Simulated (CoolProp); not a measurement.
Saturation properties of R245ca.

Values from CoolProp's reference Helmholtz-energy equation of state, Zhou 2016.

| T (K) | p (MPa) | liquid cp (kJ/(kg K)) | vapour Z |
|---|---|---|---|
| 261.8 | 0.01920 | 1.335 | 0.9889 |
| 272.3 | 0.03275 | 1.345 | 0.9833 |
| 282.8 | 0.05321 | 1.358 | 0.9759 |
| 293.2 | 0.08249 | 1.372 | 0.9667 |
| 303.7 | 0.1237 | 1.388 | 0.9552 |
| 314.2 | 0.1796 | 1.405 | 0.9415 |
| 324.6 | 0.2526 | 1.425 | 0.9254 |
| 335.1 | 0.3474 | 1.447 | 0.9066 |
| 345.6 | 0.4673 | 1.471 | 0.8849 |

It boils at 298.4 K under 1 atm.
